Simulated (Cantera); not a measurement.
What does this Cantera script print?

```python
import numpy as np
import cantera as ct

gas_names = """
    C CO COS CO2 CS CS2 C2 C2O C3 C3O2 C4 C5 Fe FeC5O5 FeO O O2 O3 S SO SO2 SO3 S2 S2O S8
""".split()
cond_names = """
    C(gr) Fe(a) Fe(c) Fe(d) Fe(L) FeC5O5(L) FeO(s) FeO(L) FeS(a) FeS(b) FeS(c) FeS(L) FeSO4(s) FeS2(s)
    Fe2O3(s) Fe2S3O12(s) Fe3O4(s) S(cr1) S(cr2) S(L)
""".split()


# ... load() reads the species with a 1 bar reference pressure and builds the phases ...
atoms = {
    'FeS': {'Fe': 1, 'S': 1},
    'O2': {'O': 2},
    'CO2': {'C': 1, 'O': 2},
    'SO2': {'S': 1, 'O': 2},
}
top_T = {'C(gr)': 4500, 'FeSO4(s)': 950, 'FeS2(s)': 1010, 'Fe2O3(s)': 1830, 'Fe2S3O12(s)': 1100, 'Fe3O4(s)': 1870}  # K; cautious upper limits of use, not melting points


# ... equilibrate(T, P, feed) seeds the gas with the atoms and calls Mixture.equilibrate('TP', solver="vcs", rtol=1e-11, max_steps=5000) ...
results = []
feed = {'FeS': 1, 'O2': 0.12, 'CO2': 0.036, 'SO2': 0.36}  # mol
T = 1298  # K
for P in [1000, 4600, 21000, 96000, 440000, 2000000]:
    mix = equilibrate(T, P, feed)
    results.append((T, P, feed, dict(zip(mix.species_names, mix.species_moles))))

top = {s: max(r[3][s] / sum(r[3][g] for g in gas_names) for r in results) for s in gas_names}
cols = sorted((s for s in top if top[s] > 0.0001), key=lambda s: -top[s])[:9]
seen = [c for c in cond_names if any(r[3].get(c, 0) > 1e-12 for r in results)]
print("log10 of partial pressures in bar; condensed amounts in mol")
print(f"{'P/Pa':>10s}" + "".join(f"{s[:9]:>10s}" for s in cols + seen))
for T, P, feed, n in results:
    ng = sum(n[g] for g in gas_names)
    print(f"{P:10.4g}" + "".join(f"{np.log10(max(n[s] / ng * P / 1e5, 1e-99)):10.3f}" for s in cols)
          + "".join(f"{n.get(c, 0):10.4g}" for c in seen))
```

Result:

```
log10 of partial pressures in bar; condensed amounts in mol
      P/Pa       SO2        S2       CO2       S2O        CO        SO       COS    FeO(s)    FeS(c)  Fe3O4(s)
      1000    -2.126    -2.762    -3.183    -4.415    -4.275    -4.477    -6.097    0.2002    0.7998         0
      4600    -1.432    -2.280    -2.483    -3.706    -3.802    -4.009    -5.383         0    0.8597   0.04677
   2.1e+04    -0.758    -1.741    -1.813    -2.965    -3.334    -3.538    -4.646         0    0.8758    0.0414
   9.6e+04    -0.087    -1.205    -1.146    -2.228    -2.869    -3.068    -3.912         0     0.888   0.03734
   4.4e+05     0.582    -0.669    -0.481    -1.492    -2.404    -2.600    -3.179         0     0.897   0.03432
     2e+06     1.245    -0.139     0.180    -0.762    -1.942    -2.136    -2.453         0    0.9036   0.03213
```

Equilibrium computed with Cantera from the NASA thermochemical tables; the gas is ideal and each condensed phase is pure. Metal and sulfide melt together well below either melting point, which pure phases cannot show. Mutual solubility and eutectic melting of coexisting phases are not modelled. The tables' stoichiometric FeO is somewhat more stable than real wüstite, so its field is too wide. FeO, FeS: taken at fixed stoichiometry. Gases not in the tables: S3 to S7.
